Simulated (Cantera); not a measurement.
A jet of CH4 : O2 : N2 = 0.062 : 0.19 : 0.79 (molar parts), equivalence ratio 0.65 at 300 K and 12000 Pa hits a platinum plate 9.2 cm away at a mass flux of 0.11 kg/m²/s; the plate temperature is set and raised in steps from an oxygen-covered start.

Model: Deutschmann's 1995 Pt surface mechanism with GRI-Mech 3.0 gas chemistry, integrated in Cantera. Catalytic surfaces can have several steady states; this one follows from the mechanism file's or the stated starting coverage.

One state of this run: wall x CH4 = 0.0202; wall x O2 = 0.0982; wall x H2O = 0.0733; wall x OH = 3.22e-7; wall x CO = 1.39e-5; wall x CO2 = 0.0484; θ free Pt = 0.323; θ O* = 0.675; θ OH* = 0.00198. x: mole fraction at the wall; θ: surface coverage.

Q: Which value of plate T (K) does it belong to?
A) 950
B) 1000
C) 1200
D) 1050

A: B, 1000
